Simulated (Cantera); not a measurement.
Input: 1 mol C₂F₆, 0.18 mol CH₄, at 1.00 Torr.

Equilibrium computed with Cantera from the NASA thermochemical tables; the gas is ideal and each condensed phase is pure. Candidate condensed phases: C, C₆H₆, C₇H₈, C₈H₁₈; 95 gas species. The feed counts by its element totals alone. Gases not in the tables: C₂F₆ and larger saturated fluorocarbons. Kinetics and transport are ignored.

x: gas mole fraction; n: condensed amount in mol.

| T (°C) | x F | x CF₂ | x HF | x C | x C₃ | x CF | x H | x C₂ | n C(graphite) |
|---|---|---|---|---|---|---|---|---|---|
| 2102 | 0.670 | 0.171 | 0.141 | 2.04e-5 | 4.80e-5 | 0.0146 | 4.67e-5 | 4.32e-6 | 1.22 |
| 2202 | 0.744 | ___ | 0.132 | ___ | ___ | ___ | ___ | ___ | ___ |
| 2302 | 0.784 | 0.0559 | 0.126 | 0.000340 | 0.00116 | 0.0320 | 0.000366 | 0.000108 | 1.66 |
| 2402 | 0.797 | ___ | 0.122 | ___ | ___ | ___ | ___ | ___ | 1.65 |
| 2502 | 0.787 | 0.0165 | 0.116 | 0.00375 | 0.0174 | 0.0548 | 0.00248 | 0.00169 | 1.38 |
| 2602 | 0.740 | 0.00837 | 0.105 | 0.0110 | 0.0581 | 0.0652 | 0.00584 | 0.00576 | 0.402 |
| 2702 | 0.727 | 0.00355 | 0.0941 | 0.0220 | 0.0714 | 0.0588 | 0.0123 | 0.00980 | 0 |
| 2802 | 0.729 | 0.00150 | 0.0804 | 0.0383 | 0.0649 | 0.0493 | 0.0229 | 0.0133 | 0 |
| 2902 | 0.726 | 0.000641 | 0.0623 | 0.0626 | 0.0543 | 0.0404 | 0.0371 | 0.0167 | 0 |
| 3002 | 0.718 | 0.000273 | 0.0432 | 0.0953 | 0.0406 | 0.0319 | 0.0518 | 0.0191 | 0 |
| 3102 | 0.706 | 0.000114 | 0.0272 | 0.134 | 0.0261 | 0.0240 | 0.0635 | 0.0193 | 0 |

**Question.** Complete the blanks.

**Answer.** 
- 2202, x CF₂: 0.100
- 2202, x C: 8.82e-5
- 2202, x C₃: 0.000252
- 2202, x CF: 0.0225
- 2202, x H: 0.000132
- 2202, x C₂: 2.31e-5
- 2202, n C(graphite): 1.50
- 2402, x CF₂: 0.0306
- 2402, x C: 0.00118
- 2402, x C₃: 0.00472
- 2402, x CF: 0.0430
- 2402, x H: 0.000978
- 2402, x C₂: 0.000450
